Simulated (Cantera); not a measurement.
Source: NASA polynomial tables (part measured, part estimated), evaluated in Cantera. Values are per mole of reaction as written; species without (g) are pure solids or liquids, kept so even where they would boil at 1 bar.

Cr2N + 3 H2O(g) → NH3(g) + 2 Cr + 3 OH(g), with ΔH° = 923.1 kJ and ΔS° = 159.8 J/K at 300 K.

### Question
How far is the shortcut ΔG° ≈ ΔH°(300 K) − T·ΔS°(300 K) from the full temperature-dependent value at 650, 750, 850, 950, 1050, 1150, 1250, 1350, 1450 K?

### Answer
| T (K) | shortcut (kJ) | full (kJ) | difference (kJ) | difference in log10 K |
|---|---|---|---|---|
| 650 | 819.2 | 818.8 | 0.4 | -0.03 |
| 750 | 803.2 | 802.7 | 0.5 | -0.04 |
| 850 | 787.2 | 786.6 | 0.7 | -0.04 |
| 950 | 771.3 | 770.4 | 0.8 | -0.04 |
| 1050 | 755.3 | 754.4 | 0.9 | -0.05 |
| 1150 | 739.3 | 738.3 | 1.0 | -0.05 |
| 1250 | 723.3 | 722.3 | 1.1 | -0.04 |
| 1350 | 707.3 | 706.2 | 1.1 | -0.04 |
| 1450 | 691.3 | 690.2 | 1.1 | -0.04 |
The shortcut ignores the heat-capacity change of the reaction.
